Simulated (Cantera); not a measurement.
Charge: 1 mol MgO, 11 mol Cl2, equilibrated at 1400 K.

These are equilibrium values from Cantera (NASA tables, ideal gas, pure condensed phases), not measurements of a reactor. Candidate condensed phases: Mg, MgCl2, MgO; 11 gas species. The numbers say what is thermodynamically allowed, not how fast it happens.

Problem. At 0.240 bar, list the 5 most abundant gas species with their mole fractions, and the condensed phases.

Solution. Cl2 0.820, MgCl2 0.0847, Cl 0.0526, O2 0.0423, ClO 0.000149. Condensed: gas only.
